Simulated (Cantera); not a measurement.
Adiabatic ignition

An adiabatic, constant-pressure homogeneous reactor starts with H2 : O2 : N2 = 1 : 0.877 : 6.58 (molar parts), at 1275 K and 1.70 bar.

Cantera simulation using the H2/O2 subset of GRI-Mech 3.0, which has no nitrogen chemistry; the numbers are that mechanism's predictions, not measurements.

| t (s) | T (K) | x H2 | x O2 | x OH | x H | x O |
|---|---|---|---|---|---|---|
| 6.00e-6 | 1275 | 0.118 | 0.104 | 1.87e-8 | 1.40e-7 | 3.01e-8 |
| 1.20e-5 | 1275 | 0.118 | 0.104 | 3.79e-7 | 2.80e-6 | 6.12e-7 |
| 2.41e-5 | 1278 | 0.116 | 0.103 | 0.000164 | 0.00105 | 0.000228 |
| 4.82e-5 | 1791 | 0.0104 | 0.0473 | 0.00951 | 0.0149 | 0.0109 |
| 9.64e-5 | 1996 | 0.00462 | 0.0459 | 0.00806 | 0.00325 | 0.00424 |
| 0.000193 | 2071 | 0.00168 | 0.0462 | 0.00527 | 0.000639 | 0.00147 |
| 0.000387 | 2098 | 0.000587 | 0.0466 | 0.00324 | 0.000129 | 0.000513 |
| 0.000774 | 2106 | 0.000308 | 0.0468 | 0.00238 | 4.92e-5 | 0.000272 |
| 0.00155 | 2107 | 0.000275 | 0.0468 | 0.00226 | 4.17e-5 | 0.000243 |
| 0.00310 | 2107 | 0.000275 | 0.0468 | 0.00226 | 4.15e-5 | 0.000243 |
| 0.00621 | 2107 | 0.000275 | 0.0468 | 0.00226 | 4.15e-5 | 0.000243 |
| 0.0124 | 2107 | 0.000275 | 0.0468 | 0.00226 | 4.15e-5 | 0.000243 |
| 0.0249 | 2107 | 0.000275 | 0.0468 | 0.00226 | 4.15e-5 | 0.000243 |
| 0.0499 | 2107 | 0.000275 | 0.0468 | 0.00226 | 4.15e-5 | 0.000243 |
| 0.0999 | 2107 | 0.000275 | 0.0468 | 0.00226 | 4.15e-5 | 0.000243 |
| 0.200 | 2107 | 0.000275 | 0.0468 | 0.00226 | 4.15e-5 | 0.000243 |
x: mole fraction; the columns are a selection and need not sum to one.

```
Quantity                                                               Value
---------------------------------  -----------------------------------------
time of steepest temperature rise                                    32.7 µs
temperature at 0.200 s                                                2107 K
equilibrium temperature                                               2107 K
x(H2) at 0.200 s                   0.000275 (gas-phase equilibrium 0.000275)
x(O2) at 0.200 s                       0.0468 (gas-phase equilibrium 0.0468)
x(OH) at 0.200 s                     0.00226 (gas-phase equilibrium 0.00226)
```
